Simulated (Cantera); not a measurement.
Charge: 1 mol CH₃Cl, 0.18 mol Si, equilibrated at 1598 K and 0.0225 Torr.

Method: chemical equilibrium by Gibbs-energy minimisation in Cantera with the NASA 1993 tables (ideal gas, pure condensed phases). Candidate condensed phases: C, C₆H₆, C₇H₈, C₈H₁₈, Si, SiC; 109 gas species. The tables' values for SiCl₃, SiCl are old estimates; treat these amounts as uncertain. Equilibrium is a limit: real reactors are often held back by kinetics, nucleation or transport.

Base state: H₂ 0.511, HCl 0.462, SiCl₂ 0.0150, H 0.00695, Cl 0.00497, SiCl₃ 7.32e-5, SiCl 3.84e-5, Si 3.25e-5 (mole fractions); condensed: C(graphite) + SiC(s).

Task: What changes in the equilibrium state with this change: temperature from 1598 K to 3298.15 K?

Result: 
| species | before | after |
|---|---|---|
| H | 0.00695 | 0.580 |
| Cl | 0.00497 | 0.193 |
| C | <1e-9 | 0.190 |
| H₂ | 0.511 | 7.63e-5 |
| HCl | 0.462 | 3.80e-5 |
| SiCl₂ | 0.0150 | <1e-9 |
| Si | 3.25e-5 | 0.0348 |
| C₂ | <1e-9 | 0.00146 |
| C₃ | <1e-9 | 0.000116 |
| C(graphite), mol | 0.850 | 0 |
| SiC(s), mol | 0.150 | 0 |

Task: What changes in the equilibrium state with this change: CH₃Cl replaced by c-C₄F₈?

Result: 
```json
[
 {"species": "CF₄", "before": "0", "after": "0.861"},
 {"species": "SiF₄", "before": "0", "after": "0.0872"},
 {"species": "CF₂", "before": "0", "after": "0.0285"},
 {"species": "H₂", "before": "0.511", "after": "0"},
 {"species": "HCl", "before": "0.462", "after": "0"},
 {"species": "F", "before": "0", "after": "0.0222"},
 {"species": "SiCl₂", "before": "0.0150", "after": "0"},
 {"species": "H", "before": "0.00695", "after": "0"},
 {"species": "Cl", "before": "0.00497", "after": "0"},
 {"species": "CF₃", "before": "0", "after": "0.00115"},
 {"species": "SiCl₃", "before": "7.32e-5", "after": "0"},
 {"species": "SiCl", "before": "3.84e-5", "after": "0"},
 {"species": "C(graphite), mol", "before": "0.850", "after": "2.16"},
 {"species": "SiC(s), mol", "before": "0.150", "after": "0"}
]
```
The feed counts by its element totals alone. Gases not in the tables: C₂F₆ and larger saturated fluorocarbons.

Task: What changes in the equilibrium state with this change: CH₃Cl replaced by CH₂F₂?

Result: 
| species | before | after |
|---|---|---|
| HF | 0 | 0.710 |
| H₂ | 0.511 | 0.188 |
| SiF₄ | 0 | 0.0868 |
| HCl | 0.462 | 0 |
| SiCl₂ | 0.0150 | 0 |
| SiF₃ | 0 | 0.0107 |
| Cl | 0.00497 | 0 |
| SiF₂ | 0 | 0.000633 |
| SiCl₃ | 7.32e-5 | 0 |
| SiCl | 3.84e-5 | 0 |
| C(graphite), mol | 0.850 | 1.000 |
| SiC(s), mol | 0.150 | 0 |
The tables' values for SiF₃, SiF₂ are old estimates; treat these amounts as uncertain.
